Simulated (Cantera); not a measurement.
Cantera run:

```python
import numpy as np
import cantera as ct

gas_names = """
    H HNO HNO2 HNO3 HO2 H2 H2O H2O2 N NH NH2 NH3 NH2OH NO NO2 NO3 N2 N2H2 N2H4 N2O O OH O2 O3 Si SiH
    SiH2 SiH3 SiH4 SiN SiO SiO2 Si2 Si2N Si3
""".split()
cond_names = """
    H2O(s) H2O(L) Si(cr) Si(L) SiO2(Lqz) SiO2(hqz) SiO2(L) Si2N2O(s) Si3N4(a)
""".split()


# ... load() reads the species with a 1 bar reference pressure and builds the phases ...
atoms = {
    'SiO2': {'Si': 1, 'O': 2},
    'H2': {'H': 2},
    'N2': {'N': 2},
}
top_T = {'Si2N2O(s)': 2100, 'Si3N4(a)': 2400}  # K; cautious upper limits of use, not melting points


# ... equilibrate(T, P, feed) seeds the gas with the atoms and calls Mixture.equilibrate('TP', solver="vcs", rtol=1e-11, max_steps=5000) ...
results = []
feed = {'SiO2': 1, 'H2': 94, 'N2': 2}  # mol
T = 1850  # K
P = 10000  # Pa
mix = equilibrate(T, P, feed)
results.append((T, P, feed, dict(zip(mix.species_names, mix.species_moles))))
print(gas.report(threshold=1e-06))
for i in range(1, mix.n_phases):
    print(f"{mix.phase(i).name:16s} {mix.phase_moles(i):12.5e} mol")
```

Result:

```
       temperature   1850 K
          pressure   10000 Pa
           density   0.0019375 kg/m^3
  mean mol. weight   2.9802 kg/kmol
   phase of matter   gas

                          1 kg             1 kmol
                     ---------------   ---------------
          enthalpy        1.5416e+07        4.5943e+07  J
   internal energy        1.0255e+07        3.0562e+07  J
           entropy             70158        2.0908e+05  J/K
    Gibbs function       -1.1438e+08       -3.4086e+08  J
 heat capacity c_p             11358             33849  J/K
 heat capacity c_v            8568.1             25534  J/K

                      mass frac. Y      mole frac. X     chem. pot. / RT
                     ---------------   ---------------   ---------------
                 H        0.00056542         0.0016717           -10.788
                H2           0.65138            0.9629           -21.575
               H2O           0.04462         0.0073813           -50.067
                N2           0.19423          0.020662           -32.863
               SiO            0.1092         0.0073823           -43.119
     [  +30 minor]        1.0745e-05        1.4794e-06

Si(L)             0.00000e+00 mol
SiO2(L)           2.85415e-01 mol
Si2N2O(s)         0.00000e+00 mol
Si3N4(a)          0.00000e+00 mol
```

Cantera equilibrium calculation (NASA polynomials, part measured and part estimated; ideal gas, pure solids and liquids). The tables hold silica as quartz up to 1696 K and as liquid above; real silica turns to tridymite and cristobalite and melts near 1996 K.
